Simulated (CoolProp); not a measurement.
A simple Rankine cycle with c-C4F8 (RC318): condensing at 320.15 K, boiler at 1.8 MPa, turbine inlet 406.7 K, turbine efficiency 0.7, pump efficiency 0.6, no recuperator. Each further row changes one setting.

Values from CoolProp's reference Helmholtz-energy equation of state, Platzer 1990. This equation is an older, rougher fit; its heat capacities, sound speeds and derivatives of the liquid may be far off and weren't checked against measurements.

```json
[
 {"case": "as stated", "thermal efficiency (%)": "5.8", "net work (kJ/kg)": "9.44", "heat in (kJ/kg)": "162", "turbine exit temperature (K)": "385.1", "volume ratio over the turbine": "3.34"},
 {"case": "turbine inlet 426.7 K", "thermal efficiency (%)": "5.7", "net work (kJ/kg)": "10.4", "heat in (kJ/kg)": "183", "turbine exit temperature (K)": "406.2", "volume ratio over the turbine": "3.24"},
 {"case": "condensing temperature 312.15 K", "thermal efficiency (%)": "6.8", "net work (kJ/kg)": "11.6", "heat in (kJ/kg)": "171", "turbine exit temperature (K)": "381.7", "volume ratio over the turbine": "4.21"},
 {"case": "boiler pressure 1.26 MPa", "thermal efficiency (%)": "4.2", "net work (kJ/kg)": "6.95", "heat in (kJ/kg)": "167", "turbine exit temperature (K)": "393.4", "volume ratio over the turbine": "2.20"},
 {"case": "turbine efficiency 0.6", "thermal efficiency (%)": "4.9", "net work (kJ/kg)": "7.89", "heat in (kJ/kg)": "162", "turbine exit temperature (K)": "386.8", "volume ratio over the turbine": "3.36"}
]
```
